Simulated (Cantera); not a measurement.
Feed: 1 mol SiC, 0.55 mol H₂O, 2.1 mol H₂, 0.13 mol CO₂, held at 0.668 Torr.

Cantera equilibrium calculation (NASA polynomials, part measured and part estimated; ideal gas, pure solids and liquids). Candidate condensed phases: C, C₆H₆, C₇H₈, C₈H₁₈, H₂O, Si, SiC, SiO₂; 123 gas species. Gases not in the tables: Si₂H₆ and higher silanes. Equilibrium is a limit: real reactors are often held back by kinetics, nucleation or transport.

log p: log10 of the partial pressure in bar; n: condensed amount in mol.

```csv
T (°C),log p H₂,log p CO,log p H,log p Si,log p SiO,n SiC(s)
1675,-3.19,-3.91,-4.54,-5.03,-4.10,0.640
1700,-3.19,-3.91,-4.47,-4.88,-4.11,0.631
1725,-3.20,-3.90,-4.39,-4.73,-4.13,0.618
1750,-3.21,-3.89,-4.33,-4.60,-4.16,0.602
1775,-3.22,-3.89,-4.26,-4.47,-4.20,0.580
1800,-3.23,-3.87,-4.19,-4.36,-4.25,0.553
1825,-3.24,-3.86,-4.13,-4.25,-4.32,0.520
1850,-3.26,-3.85,-4.07,-4.16,-4.40,[?]
1875,-3.28,-3.84,-4.02,-4.09,-4.51,[?]
1900,-3.29,-3.82,-3.96,-4.03,-4.65,[?]
```

Q: Complete the blanks.

A: 
- 1850, n SiC(s): 0.481
- 1875, n SiC(s): 0.439
- 1900, n SiC(s): 0.395
